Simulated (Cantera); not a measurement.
Mixture: CH4 : H2 : O2 : N2 = 1 : 0.11 : 1.58 : 5.94 (molar parts), equivalence ratio 1.3, at 6.50 bar, adiabatic and at constant pressure. Ignition delay is the time to a rise of 400 K.

Detailed kinetics in Cantera: GRI-Mech 3.0 (53 species, 325 reactions). Below about 1000 K GRI-Mech 3.0 lacks low-temperature oxidation paths. Below about 950 K walls govern HO2 and H2O2 in real vessels.

**Question.** What does this change do: pressure from 6.50 bar to 5.10 bar?

**Answer.** 
| quantity | before | after |
|---|---|---|
| delay at 900 K | 0.213 s | 0.249 s |
| delay at 950 K | 61.8 ms | 72.3 ms |
| delay at 1000 K | 23.0 ms | 28.1 ms |
| delay at 1050 K | 11.1 ms | 14.4 ms |
| delay at 1100 K | 6.46 ms | 8.60 ms |
| delay at 1150 K | 4.07 ms | 5.45 ms |
| delay at 1200 K | 2.63 ms | 3.48 ms |
| apparent activation energy between 1100 and 1200 K | 99 kJ/mol | 99 kJ/mol |

**Question.** What does this change do: CH4 1 to 0.53 parts?

**Answer.** 
```
quantity                                               before       after
--------------------------------------------------  ---------  ----------
delay at 900 K                                        0.213 s     0.272 s
delay at 950 K                                        61.8 ms     70.8 ms
delay at 1000 K                                       23.0 ms     21.2 ms
delay at 1050 K                                       11.1 ms     7.64 ms
delay at 1100 K                                       6.46 ms     3.47 ms
delay at 1150 K                                       4.07 ms     1.91 ms
delay at 1200 K                                       2.63 ms     1.17 ms
apparent activation energy between 1100 and 1200 K  99 kJ/mol  120 kJ/mol
```

**Question.** What does this change do: pressure from 6.50 bar to 5.00 bar?

**Answer.** 
```
quantity                                               before      after
--------------------------------------------------  ---------  ---------
delay at 900 K                                        0.213 s    0.252 s
delay at 950 K                                        61.8 ms    73.3 ms
delay at 1000 K                                       23.0 ms    28.6 ms
delay at 1050 K                                       11.1 ms    14.7 ms
delay at 1100 K                                       6.46 ms    8.80 ms
delay at 1150 K                                       4.07 ms    5.58 ms
delay at 1200 K                                       2.63 ms    3.56 ms
apparent activation energy between 1100 and 1200 K  99 kJ/mol  99 kJ/mol
```
